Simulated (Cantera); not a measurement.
Mixture: H₂ : O₂ : N₂ = 1 : 0.227 : 1.5 (molar parts), equivalence ratio 2.2, at 8250 Torr, adiabatic and at constant volume. Ignition delay is the time to a rise of 400 K.

Cantera simulation using the H2/O2 subset of GRI-Mech 3.0, which has no nitrogen chemistry; the numbers are that mechanism's predictions, not measurements. The hydrogen kinetics of GRI-Mech 3.0 are dated; newer H2 mechanisms differ, most at raised pressure. Where the delays flatten at high temperature, the 400 K rule measures the pace of heat release, not the induction time.

**Question.** What does this change do: pressure from 8250 Torr to 338 Torr?

**Answer.** 
```tsv
quantity	before	after
delay at 1275 K	11.1 µs	0.118 ms
delay at 1425 K	2.74 µs	83.4 µs
delay at 1575 K	1.48 µs	76.6 µs
delay at 1725 K	0.984 µs	83.4 µs
delay at 1875 K	0.746 µs	99.2 µs
```

**Question.** What does this change do: constant pressure in place of constant volume?

**Answer.** 
```json
[
 {"quantity": "delay at 1275 K", "before": "11.1 µs", "after": "11.4 µs"},
 {"quantity": "delay at 1425 K", "before": "2.74 µs", "after": "2.88 µs"},
 {"quantity": "delay at 1575 K", "before": "1.48 µs", "after": "1.58 µs"},
 {"quantity": "delay at 1725 K", "before": "0.984 µs", "after": "1.09 µs"},
 {"quantity": "delay at 1875 K", "before": "0.746 µs", "after": "0.870 µs"}
]
```

**Question.** What does this change do: N2 1.5 to 1.1 parts?

**Answer.** 
```csv
quantity,before,after
delay at 1275 K,11.1 µs,10.00 µs
delay at 1425 K,2.74 µs,2.32 µs
delay at 1575 K,1.48 µs,1.23 µs
delay at 1725 K,0.984 µs,0.810 µs
delay at 1875 K,0.746 µs,0.601 µs
```
